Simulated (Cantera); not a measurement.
Feed: 1 mol C₂H₆, 0.0095 mol O₂, 0.046 mol H₂O, at 2475 °C and 20.0 bar.

Method: chemical equilibrium by Gibbs-energy minimisation in Cantera with the NASA 1993 tables (ideal gas, pure condensed phases). Candidate condensed phases: C, C₆H₆, C₇H₈, C₈H₁₈, H₂O; 110 gas species. Equilibrium is a limit: real reactors are often held back by kinetics, nucleation or transport.

Base state: H₂ 0.935, C₂H₂ (acetylene) 0.0261, CO 0.0208, H 0.0147, CH₄ 0.00183, CH₃ 0.000487, C₄H₂ 0.000304, C₂H₄ 0.000160 (mole fractions); condensed: C(graphite).

Task: What changes in the equilibrium state with this change: temperature from 2475 °C to 2325 °C?

Result: 
```tsv
species	before	after
H₂	0.935	0.952
CO	0.0208	0.0209
C₂H₂ (acetylene)	0.0261	0.0153
H	0.0147	0.00831
C₂H	4.74e-5	1.17e-5
C₄H₂	0.000304	0.000102
C(graphite), mol	1.76	1.83
```
